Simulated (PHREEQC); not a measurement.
1 kg of water holding 110 mmol/kgw KHCO3, 21 mmol/kgw KCl, 7.4 mmol/kgw K2CO3 and 4.5 mmol/kgw K2SO4 is evaporated at 25 °C; the solids stay in contact with the brine. CO2 is held at log p = -3.4 (atm). The run lets Arcanite, Kalicinite, Misenite, Sylvite precipitate or redissolve, and no other solid.

All values are PHREEQC results (Pitzer model, pitzer.dat), not measurements.

### Question
Predict ionic strength at water left (kg) = 0.6761, 0.1719, 0.09585, 0.03018.

### Answer
| water left (kg) | ionic strength |
|---|---|
| 0.6761 | 0.296 |
| 0.1719 | 1.22 |
| 0.09585 | 2.23 |
| 0.03018 | 6.92 |
